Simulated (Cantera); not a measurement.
An isothermal plug-flow reactor at 1200 K and 0.360 bar (inlet), inlet velocity 0.25 m/s, active area per volume 1600 1/m; feed 4.30 % CH4, 1.31 % O2, 94.4 % N2, equivalence ratio 6.5.

Cantera simulation using Deutschmann's 1995 Pt surface mechanism with GRI-Mech 3.0 gas chemistry; the numbers are that mechanism's predictions, not measurements. Catalytic surfaces can have several steady states; this one follows from the mechanism file's or the stated starting coverage. Mass transfer to the wall is taken as infinitely fast.

Task: Predict: x(CH4) at z = 0.085 m; x(O2) at z = 0.085 m; x(H2O) at z = 0.085 m; x(CO2) at z = 0.085 m; x(CO) at z = 0.085 m; θ(free Pt) at the exit; θ(C*) at the exit.

Result: 
* **x(CH4) at z = 0.085 m**: 0.0221
* **x(O2) at z = 0.085 m**: 0.000732
* **x(H2O) at z = 0.085 m**: 0.00435
* **x(CO2) at z = 0.085 m**: 4.01e-6
* **x(CO) at z = 0.085 m**: 0.0197
* **θ(free Pt) at the exit**: 0.00588
* **θ(C*) at the exit**: 0.994
